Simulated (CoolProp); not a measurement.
Model: reference Helmholtz-energy equation of state, Lemmon 2022, in CoolProp.

Task: For R1234yf, give the phase and the cv (kJ/(kg K)), speed of sound (m/s), fugacity coefficient at 136.85 °C and 0.729 MPa.

Result: 
- 136.85 °C and 0.729 MPa: gas; cv 1.02, speed of sound 171, fugacity coefficient 0.949
